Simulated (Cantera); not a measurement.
Cantera run:

```python
import numpy as np
import cantera as ct

gas_names = [...]  # 87 gases of nasa_gas.yaml made of C, H, Si
cond_names = """
    C(gr) C6H6(L) C7H8(L) C8H18(L),n-octa Si(cr) Si(L) SiC(b)
""".split()


# ... load() reads the species with a 1 bar reference pressure and builds the phases ...
atoms = {
    'SiH4': {'Si': 1, 'H': 4},
    'C2H2': {'C': 2, 'H': 2},
    'H2': {'H': 2},
}
top_T = {'C(gr)': 4500, 'SiC(b)': 3050}  # K; cautious upper limits of use, not melting points


# ... equilibrate(T, P, feed) seeds the gas with the atoms and calls Mixture.equilibrate('TP', solver="vcs", rtol=1e-11, max_steps=5000) ...
results = []
feed = {'SiH4': 1, 'C2H2': 0.17, 'H2': 900}  # mol
P = 950  # Pa
for T in [1298, 1398, 1498, 1598, 1698, 1798, 1898, 1998, 2098, 2198, 2298, 2398, 2498, 2598]:
    mix = equilibrate(T, P, feed)
    results.append((T, P, feed, dict(zip(mix.species_names, mix.species_moles))))
    x = sorted(zip(gas.X, gas.species_names), reverse=True)
    print(f"T = {T:g} K  P = {P:g} Pa  gas = {mix.phase_moles(0):.4g} mol")
    print("   x: " + "  ".join(f"{s} {v:.3e}" for v, s in x if v > 0.0001))
    print("   condensed (mol): " + ("  ".join(f"{mix.phase(i).name} {mix.phase_moles(i):.4g}"
          for i in range(1, mix.n_phases) if mix.phase_moles(i) > 1e-12) or "none"))
```

Output:

```
T = 1298 K  P = 950 Pa  gas = 902.2 mol
   x: H2 1.000e+00
   condensed (mol): Si(cr) 0.6601  SiC(b) 0.3398
T = 1398 K  P = 950 Pa  gas = 902.2 mol
   x: H2 1.000e+00
   condensed (mol): Si(cr) 0.6597  SiC(b) 0.3398
T = 1498 K  P = 950 Pa  gas = 902.3 mol
   x: H2 9.998e-01  H 1.763e-04
   condensed (mol): Si(cr) 0.6576  SiC(b) 0.3398
T = 1598 K  P = 950 Pa  gas = 902.4 mol
   x: H2 9.994e-01  H 5.460e-04
   condensed (mol): Si(cr) 0.6449  SiC(b) 0.3398
T = 1698 K  P = 950 Pa  gas = 902.9 mol
   x: H2 9.984e-01  H 1.482e-03
   condensed (mol): Si(L) 0.5746  SiC(b) 0.3395
T = 1798 K  P = 950 Pa  gas = 904.1 mol
   x: H2 9.960e-01  H 3.605e-03  Si 3.247e-04
   condensed (mol): Si(L) 0.2996  SiC(b) 0.3366
T = 1898 K  P = 950 Pa  gas = 906.4 mol
   x: H2 9.913e-01  H 7.985e-03  Si 6.344e-04
   condensed (mol): SiC(b) 0.3256
T = 1998 K  P = 950 Pa  gas = 910.4 mol
   x: H2 9.827e-01  H 1.632e-02  Si 7.811e-04
   condensed (mol): SiC(b) 0.1815
T = 2098 K  P = 950 Pa  gas = 917.4 mol
   x: H2 9.677e-01  H 3.106e-02  Si 9.899e-04  C2H2,acetylene 1.699e-04
   condensed (mol): none
T = 2198 K  P = 950 Pa  gas = 928.9 mol
   x: H2 9.433e-01  H 5.549e-02  Si 1.011e-03  C2H2,acetylene 1.729e-04
   condensed (mol): none
T = 2298 K  P = 950 Pa  gas = 947.4 mol
   x: H2 9.053e-01  H 9.350e-02  Si 1.008e-03  C2H2,acetylene 1.711e-04
   condensed (mol): none
T = 2398 K  P = 950 Pa  gas = 975.9 mol
   x: H2 8.498e-01  H 1.490e-01  Si 9.882e-04  C2H2,acetylene 1.658e-04
   condensed (mol): none
T = 2498 K  P = 950 Pa  gas = 1018 mol
   x: H2 7.739e-01  H 2.249e-01  Si 9.544e-04  C2H2,acetylene 1.568e-04
   condensed (mol): none
T = 2598 K  P = 950 Pa  gas = 1076 mol
   x: H2 6.774e-01  H 3.215e-01  Si 9.074e-04  C2H2,acetylene 1.425e-04
   condensed (mol): none
```

Equilibrium computed with Cantera from the NASA thermochemical tables; the gas is ideal and each condensed phase is pure. Mutual solubility and eutectic melting of coexisting phases are not modelled. Gases not in the tables: Si2H6 and higher silanes.
